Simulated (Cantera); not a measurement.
A closed system holds: 1 mol FeS₂, 0.51 mol SO₃, 5.4 mol O₂, equilibrated at 1152 °C and 13300 Pa.

Cantera equilibrium calculation (NASA polynomials, part measured and part estimated; ideal gas, pure solids and liquids). Candidate condensed phases: Fe, FeO, FeS, FeSO₄, FeS₂, Fe₂O₃, Fe₂(SO₄)₃, Fe₃O₄, S; 12 gas species. Kinetics and transport are ignored.

Base state: O₂ 0.535, SO₂ 0.458, SO₃ 0.00685 (mole fractions); condensed: Fe₂O₃(s).

Q: What changes in the equilibrium state with this change: 0.016 mol NH₃ added?

A: 
```csv
species,before,after
O₂,0.535,0.531
SO₂,0.458,0.457
SO₃,0.00685,0.00680
H₂O,0,0.00442
N₂,0,0.00145
NO,0,5.67e-5
"Fe₂O₃(s), mol",0.500,0.500
```
Further candidate phases: Fe(OH)₂, Fe(OH)₃, H₂O, H₂SO₄.
